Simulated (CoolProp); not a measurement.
Saturation properties of dimethyl ether (Tc = 400.4 K, pc = 5.337 MPa, ω = 0.196).

Values from CoolProp's reference Helmholtz-energy equation of state, Wu 2011.

```tsv
T (K)	p (MPa)	vapour density (kg/m³)	liquid cp (kJ/(kg K))	liquid viscosity (µPa s)
184	0.001891	0.05707	2.136	608
193.2	0.004045	0.1165	2.141	497
202.4	0.007987	0.2201	2.150	413
211.7	0.01482	0.3918	2.162	349
220.9	0.02575	0.6554	2.176	300
230.1	0.04250	1.045	2.194	262
239.3	0.06711	1.599	2.215	232
248.5	0.1019	2.360	2.239	207
257.7	0.1496	3.378	2.266	187
267	0.2138	4.723	2.297	170
```

It boils at 248.4 K under 1 atm.

Viscosity comes from a separate model (Meng 2012).
